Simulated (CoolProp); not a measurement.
Model: reference Helmholtz-energy equation of state, Span 1996, in CoolProp.

### Question
Give the vapour pressure (MPa), vapour Z, surface tension (mN/m) of saturated carbon dioxide at 241.3 K.

### Answer
| T (K) | p (MPa) | vapour Z | surface tension (mN/m) |
|---|---|---|---|
| 241.3 | 1.34 | 0.845 | 10.9 |

Surface tension comes from a separate correlation (Mulero 2012).
